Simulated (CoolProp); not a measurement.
Saturation properties of acetone (Tc = 235.0 °C, pc = 4.692 MPa, ω = 0.307).

Computed with CoolProp (reference Helmholtz-energy equation of state, Lemmon 2006). It is a short technical equation, of lower accuracy than the large ones.

```
T (°C)  p (MPa)  liquid density (kg/m³)  enthalpy of vaporisation (kJ/kg)  liquid cp (kJ/(kg K))  vapour Z
------  -------  ----------------------  --------------------------------  ---------------------  --------
84.45    0.2448                   714.2                             468.5                  2.327    0.9116
94.05    0.3186                   701.7                             456.4                  2.365    0.8963
103.65   0.4085                   688.9                             443.9                  2.405    0.8793
113.25   0.5166                   675.6                             430.7                  2.449    0.8606
122.85   0.6453                   661.8                             416.8                  2.498    0.8400
132.45   0.7970                   647.4                             402.0                  2.551    0.8175
142.05   0.9743                   632.3                             386.4                  2.610    0.7929
151.65    1.180                   616.4                             369.6                  2.678    0.7659
161.35    1.419                   599.3                             351.3                  2.758    0.7361
170.95    1.691                   581.3                             331.7                  2.852    0.7038
```

It boils at 56.1 °C under 1 atm.
